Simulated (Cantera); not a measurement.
Charge: 1 mol HMDSO, 0.37 mol O2, 0.00093 mol NH3, held at 11.3 Torr.

Cantera equilibrium calculation (NASA polynomials, part measured and part estimated; ideal gas, pure solids and liquids). Candidate condensed phases: C, C6H6, C7H8, C8H18, H2O, Si, SiC, SiO2, Si2N2O, Si3N4; 151 gas species. The feed counts by its element totals alone. Mutual solubility and eutectic melting of coexisting phases are not modelled. The tables hold silica as quartz up to 1696 K and as liquid above; real silica turns to tridymite and cristobalite and melts near 1996 K. Equilibrium is a limit: real reactors are often held back by kinetics, nucleation or transport.

**Question.** Which condensed phases are stable at each of these points (T (K)): 1098, 1123, 1148, 1173, 1198, 1223, 1248, 1273, 1298, 1323, 1348, 1373?

**Answer.** 
```tsv
T (K)	condensed phases	Si condensed (%)
1098	C(graphite) + SiC(s) + SiO2(β-quartz) + Si2N2O(s)	100.0
1123	C(graphite) + SiC(s) + SiO2(β-quartz) + Si2N2O(s)	100.0
1148	C(graphite) + SiC(s) + SiO2(β-quartz) + Si2N2O(s)	100.0
1173	C(graphite) + SiC(s) + SiO2(β-quartz) + Si2N2O(s)	100.0
1198	C(graphite) + SiC(s) + SiO2(β-quartz) + Si2N2O(s)	100.0
1223	C(graphite) + SiC(s) + SiO2(β-quartz) + Si2N2O(s)	100.0
1248	C(graphite) + SiC(s) + SiO2(β-quartz) + Si2N2O(s)	100.0
1273	C(graphite) + SiC(s) + SiO2(β-quartz) + Si2N2O(s)	100.0
1298	C(graphite) + SiC(s) + SiO2(β-quartz)	100.0
1323	C(graphite) + SiC(s) + SiO2(β-quartz)	100.0
1348	C(graphite) + SiC(s) + SiO2(β-quartz)	100.0
1373	C(graphite) + SiC(s)	99.9
```

From 1098 K to 1273 K the condensed part is C(graphite) + SiC(s) + SiO2(β-quartz) + Si2N2O(s). From 1298 K to 1348 K the condensed part is C(graphite) + SiC(s) + SiO2(β-quartz). At 1373 K the condensed part is C(graphite) + SiC(s).
